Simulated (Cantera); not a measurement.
Cantera run, input and output.

```python
import numpy as np
import cantera as ct

surf = ct.Interface("diamond.yaml", "diamond_100")
gas, bulk = surf.adjacent["gas"], surf.adjacent["diamond"]
k = surf.kinetics_species_index(bulk.species_names[0])
cover = ["c6HH", "c6H*", "c6*H", "c6**", "c6HM", "c6B"]

rows, drift = [], 0.0
print(f"{'P':>10s}{'um/h':>11s}" + "".join(f"{s:>11s}" for s in cover))
for v in [420, 790, 1500, 2800, 5300, 9900, 19000, 35000]:
    T, P, xH, xCH3 = 950, v, 0.00045, 0.0002
    gas.TPX = T, P, {"H": xH, "CH3": xCH3, "CH4": 0.003, "H2": 1 - xH - xCH3 - 0.003}
    surf.TP = bulk.TP = T, P
    surf.coverages = "c6H*:0.1, c6HH:0.9"
    surf.advance_coverages(100.0)
    before = surf.coverages
    surf.advance_coverages(100.0)
    drift = max(drift, np.max(np.abs(surf.coverages - before) / (surf.coverages + 1e-9)))
    rate = surf.net_production_rates[k] * bulk.mean_molecular_weight / bulk.density * 3.6e9
    rows.append([rate, *surf[cover].coverages])
    print(f"{v:10.4g}{rate:11.4e}" + "".join(f"{x:11.3e}" for x in rows[-1][1:]))
```

Output:

```
         P       um/h       c6HH       c6H*       c6*H       c6**       c6HM        c6B
       420 1.2064e-01  5.625e-01  1.209e-02  2.871e-01  4.720e-03  1.020e-01  3.274e-10
       790 2.9405e-01  5.363e-01  1.151e-02  2.734e-01  4.494e-03  1.334e-01  7.979e-10
      1500 6.6555e-01  5.144e-01  1.102e-02  2.618e-01  4.303e-03  1.597e-01  1.806e-09
      2800 1.3803e+00  4.993e-01  1.069e-02  2.538e-01  4.172e-03  1.779e-01  3.745e-09
      5300 2.7814e+00  4.895e-01  1.047e-02  2.486e-01  4.087e-03  1.896e-01  7.547e-09
      9900 5.3765e+00  4.839e-01  1.035e-02  2.457e-01  4.039e-03  1.964e-01  1.459e-08
   1.9e+04 1.0521e+01  4.806e-01  1.028e-02  2.439e-01  4.011e-03  2.003e-01  2.855e-08
   3.5e+04 1.9574e+01  4.789e-01  1.026e-02  2.430e-01  3.998e-03  2.023e-01  5.312e-08
```

Cantera simulation using the Harris–Goodwin 1993 mechanism for the reconstructed diamond (100) surface; the numbers are that mechanism's predictions, not measurements.
